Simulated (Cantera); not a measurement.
## Silicon epitaxy and polysilicon growth: SiH₂Cl₂ + N₂

Input: 1 mol SiH₂Cl₂, 17 mol N₂, held at 100 Torr.

Cantera equilibrium calculation (NASA polynomials, part measured and part estimated; ideal gas, pure solids and liquids). Candidate condensed phases: NH₄Cl, Si, Si₃N₄; 28 gas species. N₂ is the only nitrogen source here; it is nearly inert below about 1500 K, so the nitride shown seldom forms there in practice. The tables' values for SiCl₃ are old estimates; treat these amounts as uncertain. The numbers say what is thermodynamically allowed, not how fast it happens.

```csv
T (K),x N₂,x HCl,x H₂,x SiCl₂,x SiCl₄,x SiCl₃,x SiHCl₃,n Si₃N₄(s)
975,0.901,0.0690,0.0202,4.66e-8,0.0101,4.08e-6,1.69e-5,0.272
1025,0.900,0.0705,0.0195,2.50e-7,0.00972,1.08e-5,2.31e-5,0.274
1075,0.900,0.0718,0.0188,1.14e-6,0.00937,2.60e-5,3.05e-5,0.276
1125,0.900,0.0729,0.0182,4.53e-6,0.00905,5.77e-5,3.93e-5,0.278
1175,0.899,0.0739,0.0177,1.59e-5,0.00874,0.000119,4.94e-5,0.279
1225,0.899,0.0748,0.0173,5.03e-5,0.00841,0.000231,6.06e-5,0.280
1275,0.899,0.0754,0.0169,0.000144,0.00804,0.000422,7.28e-5,0.280
1325,0.899,0.0759,0.0167,0.000376,0.00757,0.000724,8.52e-5,0.280
1375,0.898,0.0760,0.0166,0.000900,0.00692,0.00116,9.65e-5,0.278
1425,0.898,0.0755,0.0167,0.00197,0.00603,0.00174,0.000105,0.273
1475,0.897,0.0743,0.0173,0.00389,0.00486,0.00236,0.000107,0.265
1525,0.896,0.0720,0.0183,0.00690,0.00350,0.00285,0.000101,0.251
1575,0.895,0.0683,0.0200,0.0109,0.00220,0.00303,8.60e-5,0.233
1625,0.895,0.0633,0.0223,0.0155,0.00122,0.00285,6.68e-5,0.212
```
x: gas mole fraction; n: condensed amount in mol.

From 975 K to 1625 K the condensed part is Si₃N₄(s). The main Si-bearing gas is SiCl₄ at 975 K and SiCl₂ at 1625 K. The share of Si in condensed phases is highest at 1275 K (84.1 %) and lowest at 1625 K (63.7 %).
